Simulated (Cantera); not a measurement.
Si2H6 + CO2 (silicon oxide and oxynitride deposition)

Charge: 1 mol Si2H6, a varied amount of CO2, equilibrated at 552 °C and 60.8 Torr.

Method: chemical equilibrium by Gibbs-energy minimisation in Cantera with the NASA 1993 tables (ideal gas, pure condensed phases). Candidate condensed phases: C, C6H6, C7H8, C8H18, H2O, Si, SiC, SiO2; 123 gas species. The feed counts by its element totals alone. Rates play no part.

From 0.19 mol CO2 to 0.73 mol CO2 the condensed part is Si(s) + SiC(s) + SiO2(α-quartz). From 1.1 mol CO2 to 1.8 mol CO2 the condensed part is C(graphite) + SiC(s) + SiO2(α-quartz). From 2.8 mol CO2 to 6.9 mol CO2 the condensed part is C(graphite) + SiO2(α-quartz). From 11 mol CO2 to 27 mol CO2 the condensed part is SiO2(α-quartz).

```
n(CO2) (mol)  log p H2  log p CO2  log p CO  log p H2O  log p CH4  n Si(s)  n SiC(s)  n SiO2(α-quartz)  n C(graphite)
------------  --------  ---------  --------  ---------  ---------  -------  --------  ----------------  -------------
0.19             -1.09       <-13      <-13     -12.38      -6.45     1.62     0.190             0.190              0
0.3              -1.09       <-13      <-13     -12.38      -6.45     1.40     0.300             0.300              0
0.47             -1.09       <-13      <-13     -12.38      -6.45     1.06     0.470             0.470              0
0.73             -1.09       <-13      <-13     -12.38      -6.45    0.540     0.730             0.730              0
1.1              -1.12       <-13    -10.28     -10.30      -2.28        0     0.900              1.10         0.0191
1.8              -1.12       <-13    -10.28     -10.30      -2.28        0     0.200              1.80           1.42
2.8              -1.29      -2.16     -1.91      -2.10      -2.62        0         0              2.00           1.79
4.4              -1.50      -1.72     -1.69      -2.08      -3.04        0         0              2.00           1.50
6.9              -1.70      -1.54     -1.60      -2.19      -3.43        0         0              2.00          0.925
11               -1.90      -1.44     -1.56      -2.34      -3.87        0         0              2.00              0
17               -2.13      -1.32     -1.68      -2.32      -4.69        0         0              2.00              0
27               -2.41      -1.24     -1.82      -2.38      -5.62        0         0              2.00              0
```
log p: log10 of the partial pressure in bar; n: condensed amount in mol.
